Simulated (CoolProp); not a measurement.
Values from CoolProp's reference Helmholtz-energy equation of state, Thol 2019.

Problem. Give the vapour pressure (kPa), liquid viscosity (µPa s), liquid conductivity (mW/(m K)) of saturated n-pentane at 394 K.

Solution. 
```
T (K)  p (kPa)  liquid viscosity (µPa s)  liquid conductivity (mW/(m K))
-----  -------  ------------------------  ------------------------------
394        923                      67.4                            82.3
```

Viscosity comes from a separate model (Quiñones-Cisneros 2006), older than the equation that it now runs on, and unchecked against measurements. Thermal conductivity comes from a separate model (Vassiliou 2015).
